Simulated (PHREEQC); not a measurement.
A made-up water analysis in mg/kgw, 60 °C, pH 2.03, pe 12.7: Na 539; K 31; Ca 360; Mg 0.691; Cl 159; S(6) as SO4 2690; Li 0.0755; F 0.229.

Cl is adjusted to close the charge balance.
Valence states are taken as typed.

The numbers come from PHREEQC with the ion-association model, wateq4f.dat.

The ionic strength comes out as 0.0637 mol/kgw. What activity coefficients do K+, Ca+2, CaHSO4+, HSO4-, Li+ get?

K+ 0.79, Ca+2 0.42, CaHSO4+ 0.79, HSO4- 0.79, Li+ 0.81.

This is a speciation only: nothing precipitates in the calculation. Away from 25 °C the constants follow the database's enthalpies or fits; those with neither stay at their 25 °C values.
